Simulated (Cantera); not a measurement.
Feed: 1 mol TEOS, 7.9 mol NO, 13 mol H2, equilibrated at 702 °C and 1.20 mbar.

Cantera equilibrium calculation (NASA polynomials, part measured and part estimated; ideal gas, pure solids and liquids). Candidate condensed phases: C, C6H6, C7H8, C8H18, H2O, Si, SiC, SiO2, Si2N2O, Si3N4; 151 gas species. The feed counts by its element totals alone. Kinetics and transport are ignored.

Base state: H2 0.623, CO 0.210, N2 0.113, H2O 0.0353, CO2 0.0190 (mole fractions); condensed: SiO2(β-quartz).

Question: What changes in the equilibrium state with this change: NO from 7.9 to 5.1 mol?

Answer: 
```tsv
species	before	after
H2	0.623	0.704
CO	0.210	0.217
N2	0.113	0.0781
H2O	0.0353	0.000110
CO2	0.0190	5.44e-5
CH4	1.56e-7	7.48e-5
SiO2(β-quartz), mol	1.00	1.00
C(graphite), mol	0	0.903
```

Question: What changes in the equilibrium state with this change: H2 from 13 to 0.62 mol?

Answer: 
```json
[
 {"species": "H2", "before": "0.623", "after": "0.431"},
 {"species": "CO", "before": "0.210", "after": "0.309"},
 {"species": "N2", "before": "0.113", "after": "0.175"},
 {"species": "CO2", "before": "0.0190", "after": "0.0450"},
 {"species": "H2O", "before": "0.0353", "after": "0.0392"},
 {"species": "SiO2(β-quartz), mol", "before": "1.00", "after": "1.00"}
]
```
